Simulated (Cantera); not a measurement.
## Transport properties of process gases

Gas mixture: NO : H₂O = 0.64 : 0.45 (molar parts), at 1.00 atm, frozen composition.

Cantera's kinetic-theory transport with the Lennard-Jones parameters of GRI-Mech 3.0, ideal gas; thermal conductivity in the mixture-averaged form. Polar gases are described roughly by these parameters. The composition is frozen, though it would react at the higher temperatures.

| T (K) | ρ (kg/m³) | cp (J/kg/K) | μ (µPa s) | λ (mW/m/K) | Pr | D (cm²/s) NH₃ | D (cm²/s) O | D (cm²/s) N₂ |
|---|---|---|---|---|---|---|---|---|
| 400 | 0.763 | 1267 | 19.5 | 34.2 | 0.720 | 0.366 | 0.571 | 0.360 |
| 600 | 0.509 | 1330 | 27.2 | 50.9 | 0.711 | 0.797 | 1.16 | 0.736 |
| 800 | 0.382 | 1406 | 34.2 | 68.2 | 0.706 | 1.36 | 1.89 | 1.21 |
| 1000 | 0.305 | 1477 | 40.7 | 85.6 | 0.703 | 2.04 | 2.75 | 1.76 |
| 1200 | 0.254 | 1538 | 46.8 | 103 | 0.700 | 2.82 | 3.74 | 2.40 |
| 1400 | 0.218 | 1592 | 52.5 | 120 | 0.699 | 3.70 | 4.83 | 3.11 |
D: mixture-averaged diffusion coefficient of that species in the mixture.
